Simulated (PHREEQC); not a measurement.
0.71 g of hydrous ferric oxide (600 m²/g; 0.2 weak and 0.005 strong sites per Fe, Dzombak-Morel constants, diffuse double layer) in 1 kg of water with 0.3 mol/kgw of an inert sodium salt and 6.8e-05 mol/kgw Na2SO4, at 25 °C; the pH is set by adding NaOH or the inert anion's acid. O2 is buffered at 0.21 atm. No CO2 enters from the air. Precipitation was switched off in this run.

Equilibrium calculation in PHREEQC: ion-association model, wateq4f.dat.

```csv
pH,S sorbed (%),surface charge σ (C/m²),surface potential ψ (mV)
3,91.6,0.340,121
3.38,91.6,0.337,121
3.75,91.2,0.331,120
4.12,90.2,0.318,118
4.5,88.0,0.296,115
4.88,83.4,0.264,109
5.25,75.0,0.226,101
5.62,61.0,0.186,92
6,41.8,0.148,81
6.38,22.8,0.114,69
6.75,10.0,0.084,56
7.12,3.6,0.058,41
7.5,1.1,0.034,26
7.88,0.3,0.012,10
8.25,0.1,-0.008,-6
8.62,0.0,-0.028,-22
9,0.0,-0.051,-38
```

The oxide is taken as insoluble; below pH 4 it would dissolve.
